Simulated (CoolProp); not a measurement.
n-perfluorohexane along the isotherm 270.5 K: Z from the reference equation and from simpler models built on Tc = 448.0 K, pc = 1.742 MPa, ω = 0.497; each cubic takes its own stable root.

Model: reference Helmholtz-energy equation of state, Gao 2022, in CoolProp.

```tsv
p (MPa)	phase	reference
0.174	liquid	0.01490
0.348	liquid	0.02979
0.522	liquid	0.04467
0.697	liquid	0.05963
0.871	liquid	0.07449
1.04	liquid	0.08891
1.22	liquid	0.1043
1.39	liquid	0.1187
1.57	liquid	0.1341
1.74	liquid	0.1485
1.92	liquid	0.1639
2.09	liquid	0.1783
2.26	liquid	0.1927
2.44	liquid	0.2080
2.61	liquid	0.2224
```

Task: How far does each simpler model (van der Waals, Redlich-Kwong, Soave-Redlich-Kwong, Peng-Robinson) lie from the reference over these 15 states: mean and median of the absolute difference, and the worst?

Result: 
- van der Waals: mean 78.1 %, median 78.1 %, worst +80.6 % at 270.5 K and 0.174 MPa
- Redlich-Kwong: mean 21.9 %, median 21.9 %, worst +22.6 % at 270.5 K and 0.174 MPa
- Soave-Redlich-Kwong: mean 15.1 %, median 15.1 %, worst +15.4 % at 270.5 K and 0.174 MPa
- Peng-Robinson: mean 2.3 %, median 2.3 %, worst +2.4 % at 270.5 K and 0.174 MPa
